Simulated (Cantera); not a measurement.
Input (Python, Cantera):

```python
import numpy as np
import cantera as ct

gas = ct.Solution("gri30.yaml", transport_model="multicomponent")
show = ['N2', 'NH3', 'OH']

rows = []
print(f"{'T/K':>7s}{'rho':>11s}{'cp':>10s}{'mu':>11s}{'lambda':>11s}{'Pr':>7s}" + "".join(f"{'D_' + s:>11s}" for s in show))
for T in [400, 600, 800, 1000, 1200, 1400, 1600, 1800, 2000]:
    gas.TPX = T, 20000, {'C2H4': 0.35, 'C2H2': 0.062, 'H2': 0.78}
    Pr = gas.cp_mass * gas.viscosity / gas.thermal_conductivity
    D = [gas.mix_diff_coeffs_mole[gas.species_index(s)] for s in show]
    rows.append([gas.density, gas.cp_mass, gas.viscosity, gas.thermal_conductivity, Pr, *D])
    print(f"{T:7g}{gas.density:11.4e}{gas.cp_mass:10.1f}{gas.viscosity:11.4e}"
          f"{gas.thermal_conductivity:11.4e}{Pr:7.3f}" + "".join(f"{d:11.4e}" for d in D))
print("SI units: kg/m3, J/kg/K, Pa s, W/m/K, m2/s")
```

Result:

```
    T/K        rho        cp         mu     lambda     Pr       D_N2      D_NH3       D_OH
    400 6.5614e-02    3412.2 1.3966e-05 1.1555e-01  0.412 2.8497e-04 2.9510e-04 4.1915e-04
    600 4.3742e-02    3940.6 1.9392e-05 1.6502e-01  0.463 5.7725e-04 6.3172e-04 8.4456e-04
    800 3.2807e-02    4336.5 2.4077e-05 2.1299e-01  0.490 9.4270e-04 1.0636e-03 1.3758e-03
   1000 2.6245e-02    4665.0 2.8263e-05 2.6028e-01  0.507 1.3735e-03 1.5783e-03 2.0019e-03
   1200 2.1871e-02    4937.3 3.2091e-05 3.0771e-01  0.515 1.8646e-03 2.1676e-03 2.7153e-03
   1400 1.8747e-02    5162.8 3.5647e-05 3.5428e-01  0.519 2.4119e-03 2.8258e-03 3.5106e-03
   1600 1.6403e-02    5348.8 3.8992e-05 3.9982e-01  0.522 3.0125e-03 3.5487e-03 4.3835e-03
   1800 1.4581e-02    5502.3 4.2166e-05 4.4423e-01  0.522 3.6641e-03 4.3331e-03 5.3305e-03
   2000 1.3123e-02    5629.1 4.5200e-05 4.8741e-01  0.522 4.3646e-03 5.1762e-03 6.3486e-03
SI units: kg/m3, J/kg/K, Pa s, W/m/K, m2/s
```

Model: GRI-Mech 3.0 (53 species, 325 reactions), integrated in Cantera. The composition is frozen, though it would react at the higher temperatures.
